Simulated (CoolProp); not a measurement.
A closed Brayton cycle with nitrogen: compressor inlet 332.15 K and 5.7 MPa, high pressure 17.8 MPa, turbine inlet 765 K, compressor efficiency 0.85, turbine efficiency 0.85, recuperator effectiveness 0.95 (on enthalpy, no pinch check). Each further row changes one setting.

The numbers come from the reference Helmholtz-energy equation of state, Span 2000 in CoolProp.

```csv
case,thermal efficiency (%),net work (kJ/kg),compressor to turbine work,compressor exit (K),turbine exit (K)
as stated,16.8,34.7,0.82,484.1,591.5
turbine inlet 715 K,11.3,21.6,0.88,484.1,551.2
compressor inlet 342.15 K,14.5,29.6,0.85,498.4,591.5
high pressure 15.1 MPa,20.1,36.9,0.79,459.0,613.7
recuperator effectiveness 0.5,13.4,34.7,0.82,484.1,591.5
```
